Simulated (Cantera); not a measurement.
An adiabatic, constant-pressure homogeneous reactor starts with CH4 : C2H6 : O2 : N2 = 1 : 0.087 : 2.09 : 7.88 (molar parts), equivalence ratio 1.1, at 1198 K and 760 Torr. Integrator tolerance rtol = 1e-08.

Model: GRI-Mech 3.0 (53 species, 325 reactions), integrated in Cantera.

What does this change do: pressure from 760 Torr to 2480 Torr?


```csv
quantity,before,after
time of steepest temperature rise,7.27 ms,2.89 ms
temperature at 0.300 s,2641 K,2710 K
equilibrium temperature,2641 K,2710 K
x(CH4) at 0.300 s,<1e-12 (gas-phase equilibrium <1e-12),<1e-12 (gas-phase equilibrium <1e-12)
x(C2H6) at 0.300 s,<1e-12 (gas-phase equilibrium <1e-12),<1e-12 (gas-phase equilibrium <1e-12)
x(O2) at 0.300 s,0.00861 (gas-phase equilibrium 0.00861),0.00642 (gas-phase equilibrium 0.00642)
x(HCO) at 0.300 s,3.44e-8 (gas-phase equilibrium 3.44e-8),6.50e-8 (gas-phase equilibrium 6.50e-8)
x(C2H2) at 0.300 s,<1e-12 (gas-phase equilibrium <1e-12),<1e-12 (gas-phase equilibrium <1e-12)
x(CH3) at 0.300 s,<1e-12 (gas-phase equilibrium <1e-12),<1e-12 (gas-phase equilibrium <1e-12)
x(H) at 0.300 s,0.00646 (gas-phase equilibrium 0.00646),0.00438 (gas-phase equilibrium 0.00438)
```
